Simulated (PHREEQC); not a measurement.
2.5 g of hydrous ferric oxide (600 m²/g; 0.2 weak and 0.005 strong sites per Fe, Dzombak-Morel constants, diffuse double layer) in 1 kg of water with 0.3 mol/kgw of an inert sodium salt and 0.0011 mol/kgw NaH2PO4 and 0.0043 mol/kgw NiCl2, at 25 °C; the pH is set by adding NaOH or the inert anion's acid. O2 is buffered at 0.21 atm. CO2 from the air is kept out. Nothing may precipitate in this run.

All values are PHREEQC results (ion-association model, wateq4f.dat), not measurements.

### Question
Predict Ni sorbed (%), surface charge σ (C/m²) at pH = 3.75, 4.12, 4.5, 6.38, 6.75.

### Answer
| pH | Ni sorbed (%) | surface charge σ (C/m²) |
|---|---|---|
| 3.75 | 0.0 | 0.270 |
| 4.12 | 0.1 | 0.252 |
| 4.5 | 0.4 | 0.228 |
| 6.38 | 31.2 | 0.089 |
| 6.75 | 52.5 | 0.081 |

Along this series the solution becomes supersaturated in solids that the run did not let form, among them Ni(OH)2, Ni3(PO4)2. Complexes and solids missing from the database can't appear. H3PO4, which wateq4f.dat lacks, is added to it with the constant of phreeqc.dat. The database has no phosphate complexes of Ni. The oxide is taken as insoluble; below pH 4 it would dissolve.
